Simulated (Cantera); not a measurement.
Cantera run:

```python
import numpy as np
import cantera as ct

gas_names = """
    C CO COS CO2 CS CS2 C2 C2O C3 C3O2 C4 C5 Mg MgO MgS Mg2 O O2 O3 S SO SO2 SO3 S2 S2O S8
""".split()
cond_names = """
    C(gr) Mg(cr) Mg(L) MgCO3(s) MgO(s) MgO(L) MgS(s) MgSO4(s) MgSO4(L) S(cr1) S(cr2) S(L)
""".split()


# ... load() reads the species with a 1 bar reference pressure and builds the phases ...
atoms = {
    'MgCO3': {'Mg': 1, 'C': 1, 'O': 3},
    'SO2': {'S': 1, 'O': 2},
    'CO2': {'C': 1, 'O': 2},
    'SO3': {'S': 1, 'O': 3},
}
top_T = {'C(gr)': 4500, 'MgS(s)': 2250}  # K; cautious upper limits of use, not melting points


# ... equilibrate(T, P, feed) seeds the gas with the atoms and calls Mixture.equilibrate('TP', solver="vcs", rtol=1e-11, max_steps=5000) ...
results = []
feed = {'MgCO3': 1, 'SO2': 2.4, 'CO2': 4.8, 'SO3': 3.1}  # mol
T = 1775  # K
P = 12000  # Pa
mix = equilibrate(T, P, feed)
results.append((T, P, feed, dict(zip(mix.species_names, mix.species_moles))))
x = sorted(zip(gas.X, gas.species_names), reverse=True)
print(f"T = {T:g} K  P = {P:g} Pa  gas = {mix.phase_moles(0):.4g} mol")
print("   x: " + "  ".join(f"{s} {v:.3e}" for v, s in x if v > 0.001))
print("   condensed (mol): " + ("  ".join(f"{mix.phase(i).name} {mix.phase_moles(i):.4g}"
      for i in range(1, mix.n_phases) if mix.phase_moles(i) > 1e-12) or "none"))
```

Result:

```
T = 1775 K  P = 12000 Pa  gas = 12.85 mol
   x: CO2 4.507e-01  SO2 4.273e-01  O2 1.206e-01
   condensed (mol): MgO(s) 1
```

These are equilibrium values from Cantera (NASA tables, ideal gas, pure condensed phases), not measurements of a reactor.
